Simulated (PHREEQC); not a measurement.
Solution (5 °C): 0.22 mol/kgw HCl, 3e-05 mol/kgw CuSO4 and 0.27 mol/kgw MgSO4. It is in equilibrium with CO2 at log p = 0 (atm). Otherwise closed; pH follows from the charge balance.

Computed with PHREEQC (ion-association model, phreeqc.dat).

```json
[
 {"quantity": "ionic strength (mol/kgw)", "before": "0.738", "after": "0.282"},
 {"quantity": "HSO4- (mol/kgw)", "before": "0.105", "after": "0.0201"},
 {"quantity": "SO4-2 (mol/kgw)", "before": "0.0770", "after": "0.00542"},
 {"quantity": "(CO2)2 (mol/kgw)", "before": "3.00e-5", "after": "3.34e-5"},
 {"quantity": "HCO3- (mol/kgw)", "before": "3.25e-7", "after": "1.67e-7"}
]
```

Problem. Which change was made?
A. MgSO4 replaced by Na2SO4 at the same molality
B. MgSO4 from 0.27 to 0.054 mol/kgw
C. CuSO4 from 3e-05 to 4.5e-05 mol/kgw
D. CuSO4 replaced by K2SO4 at the same molality
E. MgSO4 from 0.27 to 0.027 mol/kgw

Solution. E, MgSO4 from 0.27 to 0.027 mol/kgw

This is a speciation only: nothing precipitates in the calculation. The ionic strength passes 0.7 mol/kgw, the rough limit of the ion-association models, in before. Away from 25 °C the constants follow the database's enthalpies or fits; those with neither stay at their 25 °C values.
